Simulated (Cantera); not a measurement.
Charge: 1 mol SiCl₄, 660 mol H₂, at 0.0100 bar.

Equilibrium computed with Cantera from the NASA thermochemical tables; the gas is ideal and each condensed phase is pure. Candidate condensed phases: Si; 19 gas species. Gases not in the tables: Si₂H₆ and higher silanes. Rates play no part.

Which condensed phases are stable at each of these points (T (K)): 1123, 1223, 1323, 1423, 1523, 1623, 1723, 1823, 1923, 2023, 2123, 2223?


```
T (K)  condensed phases  Si condensed (%)
-----  ----------------  ----------------
1123              Si(s)              94.5
1223              Si(s)              94.3
1323              Si(s)              93.7
1423              Si(s)              93.1
1523              Si(s)              92.3
1623              Si(s)              90.3
1723              Si(l)              83.1
1823              Si(l)              56.7
1923           gas only               0.0
2023           gas only               0.0
2123           gas only               0.0
2223           gas only               0.0
```

From 1123 K to 1623 K the condensed part is Si(s). From 1723 K to 1823 K the condensed part is Si(l). From 1923 K to 2223 K nothing is condensed.
